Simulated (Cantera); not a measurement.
An adiabatic, constant-pressure homogeneous reactor starts with C2H4 : O2 : N2 : H2O = 1 : 2.73 : 10.3 : 0.92 (molar parts), at 1498 K and 0.570 bar. Integrator tolerance rtol = 1e-08.

Detailed kinetics in Cantera: GRI-Mech 3.0 (53 species, 325 reactions). GRI-Mech 3.0 was tuned for natural gas; its chemistry of ethylene as a main component is partial and can be far from experiment.

Task: What does this change do: constant volume in place of constant pressure?

Result: 
```
quantity                                                          before                                  after
---------------------------------  -------------------------------------  -------------------------------------
time of steepest temperature rise                                54.8 µs                                50.4 µs
temperature at 0.300 s                                            2726 K                                 2885 K
equilibrium temperature                                           2726 K                                 2885 K
x(C2H4) at 0.300 s                 <1e-12 (gas-phase equilibrium <1e-12)  <1e-12 (gas-phase equilibrium <1e-12)
x(O2) at 0.300 s                   0.0177 (gas-phase equilibrium 0.0177)  0.0199 (gas-phase equilibrium 0.0199)
x(H2O) at 0.300 s                    0.143 (gas-phase equilibrium 0.143)    0.134 (gas-phase equilibrium 0.134)
x(CO2) at 0.300 s                  0.0596 (gas-phase equilibrium 0.0596)  0.0515 (gas-phase equilibrium 0.0515)
x(CH2) at 0.300 s                  <1e-12 (gas-phase equilibrium <1e-12)  <1e-12 (gas-phase equilibrium <1e-12)
```
